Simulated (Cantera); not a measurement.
## Fe3O4 + CH4 + CO (carbothermic reduction)

A closed system holds: 1 mol Fe3O4, 4.6 mol CH4, 1.8 mol CO, equilibrated at 12.0 Pa.

These are equilibrium values from Cantera (NASA tables, ideal gas, pure condensed phases), not measurements of a reactor. Candidate condensed phases: C, C6H6, C7H8, C8H18, Fe, Fe(CO)5, FeO, Fe(OH)2, Fe(OH)3, Fe2O3, Fe3O4, H2O; 114 gas species. Iron dissolves carbon and melts from about 1420 K in contact with it, which pure phases cannot show. Condensed phases not in the tables: cementite and carbon dissolved in iron. The numbers say what is thermodynamically allowed, not how fast it happens.

```json
[
 {"T (K)": "1723", "x H2": "0.557", "x H": "0.0124", "x CO": "0.355", "x Fe": "0.0760", "x C2H2 (acetylene)": "5.04e-5", "x C3": "8.15e-11", "n C(graphite)": "0.598", "n Fe(δ)": "1.76"},
 {"T (K)": "1773", "x H2": "0.497", "x H": "0.0183", "x CO": "0.319", "x Fe": "0.165", "x C2H2 (acetylene)": "6.96e-5", "x C3": "4.13e-10", "n C(graphite)": "0.597", "n Fe(δ)": "0.00781"},
 {"T (K)": "1823", "x H2": "0.490", "x H": "0.0277", "x CO": "0.318", "x Fe": "0.164", "x C2H2 (acetylene)": "0.000104", "x C3": "1.91e-9", "n C(graphite)": "0.596", "n Fe(δ)": "0"},
 {"T (K)": "1873", "x H2": "0.480", "x H": "0.0408", "x CO": "0.316", "x Fe": "0.163", "x C2H2 (acetylene)": "0.000150", "x C3": "8.13e-9", "n C(graphite)": "0.594", "n Fe(δ)": "0"},
 {"T (K)": "1923", "x H2": "0.467", "x H": "0.0587", "x CO": "0.313", "x Fe": "0.162", "x C2H2 (acetylene)": "0.000211", "x C3": "3.21e-8", "n C(graphite)": "0.592", "n Fe(δ)": "0"},
 {"T (K)": "1973", "x H2": "0.448", "x H": "0.0825", "x CO": "0.309", "x Fe": "0.160", "x C2H2 (acetylene)": "0.000287", "x C3": "1.18e-7", "n C(graphite)": "0.589", "n Fe(δ)": "0"},
 {"T (K)": "2023", "x H2": "0.425", "x H": "0.113", "x CO": "0.304", "x Fe": "0.157", "x C2H2 (acetylene)": "0.000380", "x C3": "4.04e-7", "n C(graphite)": "0.585", "n Fe(δ)": "0"},
 {"T (K)": "2073", "x H2": "0.396", "x H": "0.151", "x CO": "0.298", "x Fe": "0.154", "x C2H2 (acetylene)": "0.000486", "x C3": "1.31e-6", "n C(graphite)": "0.581", "n Fe(δ)": "0"},
 {"T (K)": "2123", "x H2": "0.362", "x H": "0.197", "x CO": "0.290", "x Fe": "0.150", "x C2H2 (acetylene)": "0.000599", "x C3": "3.99e-6", "n C(graphite)": "0.575", "n Fe(δ)": "0"},
 {"T (K)": "2173", "x H2": "0.322", "x H": "0.250", "x CO": "0.282", "x Fe": "0.146", "x C2H2 (acetylene)": "0.000710", "x C3": "1.16e-5", "n C(graphite)": "0.569", "n Fe(δ)": "0"},
 {"T (K)": "2223", "x H2": "0.278", "x H": "0.308", "x CO": "0.273", "x Fe": "0.141", "x C2H2 (acetylene)": "0.000805", "x C3": "3.19e-5", "n C(graphite)": "0.562", "n Fe(δ)": "0"},
 {"T (K)": "2273", "x H2": "0.231", "x H": "0.369", "x CO": "0.263", "x Fe": "0.136", "x C2H2 (acetylene)": "0.000872", "x C3": "8.41e-5", "n C(graphite)": "0.552", "n Fe(δ)": "0"},
 {"T (K)": "2323", "x H2": "0.186", "x H": "0.429", "x CO": "0.253", "x Fe": "0.131", "x C2H2 (acetylene)": "0.000901", "x C3": "0.000212", "n C(graphite)": "0.536", "n Fe(δ)": "0"},
 {"T (K)": "2373", "x H2": "0.144", "x H": "0.484", "x CO": "0.244", "x Fe": "0.126", "x C2H2 (acetylene)": "0.000886", "x C3": "0.000515", "n C(graphite)": "0.506", "n Fe(δ)": "0"}
]
```
x: gas mole fraction; n: condensed amount in mol.

From 1723 K to 1773 K the condensed part is C(graphite) + Fe(δ). From 1823 K to 2373 K the condensed part is C(graphite). The main Fe-bearing gas is Fe throughout.
